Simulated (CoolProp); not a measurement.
Vapour-liquid equilibrium of benzene (1) + n-decane (2) at 139.35 °C; x and y are mole fractions of (1).

Model: multi-fluid Helmholtz-energy mixture model, Thol 2012 and Lemmon 2006; pair parameters Bell 2016, in CoolProp.

Question: Give the bubble pressure and the first vapour's composition at x = 0.15, 0.75, 0.95. Is there an azeotrope?

Answer: x = 0.15: 101.7 kPa, y = 0.669; x = 0.75: 355.8 kPa, y = 0.965; x = 0.95: 443.0 kPa, y = 0.994. No azeotrope shows between x = 0.05 and 0.95.

The pair parameters rest on a limited set of measurements; away from them the model extrapolates. The gap from Raoult's law changes sign with composition, which may be real or a fault of the pair parameters; it wasn't checked against measurements.
